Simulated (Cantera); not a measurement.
An isothermal, constant-pressure homogeneous reactor starts with H2 : O2 : N2 = 0.016 : 1 : 1.9 (molar parts), equivalence ratio 0.0080, at 1300 K and 3.53 Torr.

Cantera simulation using the H2/O2 subset of GRI-Mech 3.0, which has no nitrogen chemistry; the numbers are that mechanism's predictions, not measurements. Radical loss at walls, strong at low pressure, is not modelled.

x: mole fraction; the columns are a selection and need not sum to one.

| t (s) | x H2 | x O2 | x H2O2 | x H2O | x HO2 | x H | x O |
|---|---|---|---|---|---|---|---|
| 1.00e-5 | 0.00549 | 0.343 | <1e-12 | <1e-12 | 3.49e-11 | 3.41e-11 | <1e-12 |
| 2.59e-5 | 0.00549 | 0.343 | <1e-12 | <1e-12 | 9.02e-11 | 8.53e-11 | 4.95e-12 |
| 6.69e-5 | 0.00549 | 0.343 | <1e-12 | <1e-12 | 2.33e-10 | 2.03e-10 | 3.11e-11 |
| 0.000173 | 0.00549 | 0.343 | <1e-12 | 7.52e-12 | 6.03e-10 | 4.30e-10 | 1.81e-10 |
| 0.000448 | 0.00549 | 0.343 | <1e-12 | 1.01e-10 | 1.56e-9 | 7.65e-10 | 8.96e-10 |
| 0.00116 | 0.00549 | 0.343 | <1e-12 | 1.12e-9 | 4.04e-9 | ? | 3.83e-9 |
| 0.00299 | 0.00549 | 0.343 | 4.99e-12 | 1.20e-8 | 1.04e-8 | ? | 1.88e-8 |
| 0.00775 | 0.00549 | 0.343 | 2.88e-11 | 2.36e-7 | 2.70e-8 | ? | 2.28e-7 |
| 0.0200 | 0.00539 | 0.343 | 1.68e-10 | 7.27e-5 | 9.10e-8 | ? | 6.31e-5 |
| 0.0518 | 5.25e-5 | 0.338 | 3.15e-9 | 0.00496 | 1.22e-7 | ? | 0.00460 |
| 0.134 | 3.37e-5 | 0.338 | 2.64e-9 | 0.00503 | 1.13e-7 | 0.000286 | 0.00459 |
| 0.347 | 3.21e-5 | 0.338 | 2.61e-9 | 0.00505 | 1.11e-7 | 0.000265 | 0.00436 |
| 0.897 | 2.84e-5 | 0.338 | 2.55e-9 | 0.00509 | 1.05e-7 | ? | 0.00383 |
| 2.32 | 2.13e-5 | 0.339 | 2.37e-9 | 0.00518 | 9.17e-8 | ? | 0.00283 |
| 6.00 | 1.16e-5 | 0.340 | 1.94e-9 | 0.00529 | 6.74e-8 | ? | 0.00150 |

Question: What belongs in the gaps?

Answer: 
- 0.00116, x H: 1.33e-9
- 0.00299, x H: 3.67e-9
- 0.00775, x H: 3.54e-8
- 0.0200, x H: 9.61e-6
- 0.0518, x H: 0.000319
- 0.897, x H: 0.000219
- 2.32, x H: 0.000140
- 6.00, x H: 5.47e-5
